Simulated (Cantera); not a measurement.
A closed system holds: 1 mol CCl4, 1.5 mol F2, 12 mol H2, held at 10.0 mbar.

Cantera equilibrium calculation (NASA polynomials, part measured and part estimated; ideal gas, pure solids and liquids). Candidate condensed phases: C, C6H6, C7H8, C8H18; 135 gas species. Ions and electrons are included (thermal ionisation). Kinetics and transport are ignored. All values below are at 2977 °C.

Base state: H 0.678, Cl 0.133, HF 0.0955, H2 0.0447, F 0.0136, HCl 0.0131, C 0.0113, C3 0.00554 (mole fractions); condensed: gas only.

Q: What changes in the equilibrium state with this change: H2 from 12 to 0.7 mol?

A: 
```tsv
species	before	after
Cl	0.133	0.510
F	0.0136	0.241
HF	0.0955	0.125
H	0.678	0.0503
H2	0.0447	0.000246
CF	0.000631	0.0185
C3	0.00554	0.0253
HCl	0.0131	0.00371
C	0.0113	0.0187
CF2	8.94e-7	0.000462
C2H2 (acetylene)	0.000334	5.06e-6
Cl2	8.78e-7	1.29e-5
```
The tables' values for CCl are old estimates; treat these amounts as uncertain.
